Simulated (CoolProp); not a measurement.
Vapour-liquid equilibrium of trans-2-butene (1) + acetone (2) at 77.95 °C; x and y are mole fractions of (1).

Values from CoolProp's multi-fluid Helmholtz-energy mixture model, Lemmon 2005 and Lemmon 2006; pair parameters Bell 2016.

**Question.** Give the bubble pressure and the first vapour's composition at x = 0.05, 0.2, 0.95. Is there an azeotrope?

**Answer.** x = 0.05: 0.2884 MPa, y = 0.311; x = 0.2: 0.4986 MPa, y = 0.634; x = 0.95: 0.9329 MPa, y = 0.966. No azeotrope shows between x = 0.05 and 0.95.

Pair parameters are fitted to limited data, so mixtures are less certain than the pure fluids.
